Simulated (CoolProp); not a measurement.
Vapour-liquid equilibrium of CH2F2 (R32) (1) + isobutane (2) at 1.35 °C; x and y are mole fractions of (1).

Computed with CoolProp (multi-fluid Helmholtz-energy mixture model, Tillner-Roth 1997 and Bücker 2006; pair parameters Bell 2016).

### Question
Give the bubble pressure and the first vapour's composition at x = 0.25, 0.45, 0.55. Is there an azeotrope?

### Answer
x = 0.25: 0.7434 MPa, y = 0.785; x = 0.45: 0.8496 MPa, y = 0.821; x = 0.55: 0.8628 MPa, y = 0.826. y crosses x between x = 0.85 and 0.95: the model has an azeotrope there.

Pair parameters are fitted to limited data, so mixtures are less certain than the pure fluids. With so large a gap from Raoult's law the liquid may split in two, which this calculation doesn't test in full.
